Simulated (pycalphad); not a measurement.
All values are pycalphad results on the COST 507 light-alloy database (1999) (1 atm), not direct measurements. These are 1990s assessments: newer ones move some temperatures and phases. Amounts are mole fractions of atoms.

### Question
Give the equilibrium state of Al-1.48Fe-9.23Si (at.%) at 575 K.

### Answer
fcc, fraction 0.824, with <0.01 Fe, 0.06 Si at.%; ALFESI_BETA, fraction 0.099, with 15.0 Fe, 15.0 Si at.%; diamond (Si), fraction 0.077, with no Fe, >99.99 Si at.%.

### Question
Give the equilibrium state of Al-1.48Fe-9.23Si (at.%) at 875 K.

### Answer
```
T = 875.00 K, P = 101325 Pa, N = 1 mol of atoms
G = -35592 J/mol, H = 26686 J/mol, S = 71.17 J/(mol K)  (SER reference)
chemical potentials (J/mol): Al -34504, Fe -142197, Si -29021
phase             fraction      x(Al)      x(Fe)      x(Si)
LIQUID              0.9309     0.9072     0.0048     0.0880
ALFESI_BETA         0.0691     0.7000     0.1500     0.1500
```

Database names, with the compositions (at.%) that they take in these runs: ALFESI_BETA: Al 70 Fe 15 Si 15. An entry "none" or "no" means that the model of the phase leaves that element out.
